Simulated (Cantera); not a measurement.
Feed: 1 mol Al₂O₃, 0.027 mol H₂O, at 1648.15 K and 58.0 mbar.

Method: chemical equilibrium by Gibbs-energy minimisation in Cantera with the NASA 1993 tables (ideal gas, pure condensed phases). Candidate condensed phases: Al, Al₂O₃, H₂O; 19 gas species. Gases not in the tables: Al(OH)₃. Rates play no part.

Question: What is the equilibrium state?

Answer: 
- x(H₂O) = 0.997
- x(H₂) = 0.00172
- x(O₂) = 0.000764
- x(OH) = 0.000400
- x(H) = 1.54e-5
- x(O) = 2.91e-6
- n(Al₂O₃(s)) = 1.00 mol
- gas amount = 0.02703 mol
- log10 activity of Al(l) (absent) = -14.92
